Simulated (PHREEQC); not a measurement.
Consider water at 25 °C with 0.0019 mol/kgw Cu(BF4)2, 0.0017 mol/kgw HCl and 0.12 mol/kgw Na2SO4. Closed to the air; pH follows from the charge balance.

Computed with PHREEQC (ion-association model, wateq4f.dat).

No solid was allowed to form.

**Question.** What pH does the model give?

**Answer.** pH 3.09.

**Question.** In which forms is S present?

**Answer.** SO4-2 76 %, NaSO4- 21 %, HSO4- 2.1 %, CuSO4 0.9 % of the S.

Real BF4- forms and hydrolyses slowly; the run takes it at equilibrium.
